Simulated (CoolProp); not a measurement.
Vapour pressure (bar) of R365MFC: the reference equation beside estimates from Tc = 186.9 °C, pc = 32.66 bar, ω = 0.377. Clausius-Clapeyron is anchored at 114.05 °C with a constant enthalpy of vaporisation of 21.32 kJ/mol.

The numbers come from the reference Helmholtz-energy equation of state, Lemmon 2016 in CoolProp.

```csv
T (°C),reference,Lee-Kesler,Clausius-Clapeyron,van der Waals,Redlich-Kwong,Soave-Redlich-Kwong,Peng-Robinson
88.85,4.447,4.506,5.126,11.60,7.138,4.522,4.470
95.15,5.214,5.287,5.786,12.57,8.079,5.314,5.249
101.45,6.078,6.165,6.505,13.59,9.103,6.207,6.127
107.75,7.047,7.149,7.285,14.66,10.21,7.208,7.113
114.05,8.128,8.246,8.128,15.78,11.41,8.327,8.216
120.45,9.351,9.484,9.052,16.97,12.72,9.592,9.464
126.75,10.69,10.84,10.03,18.19,14.11,10.97,10.83
133.05,12.16,12.33,11.08,19.47,15.59,12.50,12.34
139.35,13.79,13.97,12.20,20.81,17.18,14.17,14.00
145.65,15.59,15.77,13.40,22.20,18.86,16.01,15.83
151.95,17.56,17.75,14.67,23.64,20.66,18.01,17.83
```

Absolute difference from the reference over all 11 rows, mean and median: Lee-Kesler 1.3 and 1.4 %, Clausius-Clapeyron 8.8 and 8.9 %, van der Waals 87.9 and 81.5 %, Redlich-Kwong 37.3 and 36.0 %, Soave-Redlich-Kwong 2.4 and 2.6 %, Peng-Robinson 1.1 and 1.2 %.
